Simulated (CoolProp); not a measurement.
Vapour-liquid equilibrium of dimethyl ether (1) + R236FA (2) at 280 K; x and y are mole fractions of (1).

Model: multi-fluid Helmholtz-energy mixture model, Wu 2011 and Pan 2012; pair parameters Bell 2016, in CoolProp.

```tsv
x	bubble pressure, mixture model (MPa)	bubble pressure, Raoult's law (MPa)	y, mixture model	y, Raoult's law
0.05	?	0.1514	?	0.111
0.2	0.1496	0.1806	0.256	0.373
0.35	0.1638	0.2099	0.473	0.562
0.5	?	0.2392	?	0.704
0.65	0.2250	0.2685	0.835	0.815
0.8	0.2714	0.2977	0.935	0.905
0.95	?	0.3270	?	0.978
```

Q: Complete the blanks.

A: 
- 0.05, bubble pressure, mixture model (MPa): 0.1428
- 0.05, y, mixture model: 0.058
- 0.5, bubble pressure, mixture model (MPa): 0.1884
- 0.5, y, mixture model: 0.677
- 0.95, bubble pressure, mixture model (MPa): 0.3212
- 0.95, y, mixture model: 0.989

The largest gap from Raoult's law is -22.0 % in bubble pressure, at x = 0.35. No azeotrope shows between x = 0.05 and 0.95.

Pair parameters are fitted to limited data, so mixtures are less certain than the pure fluids.
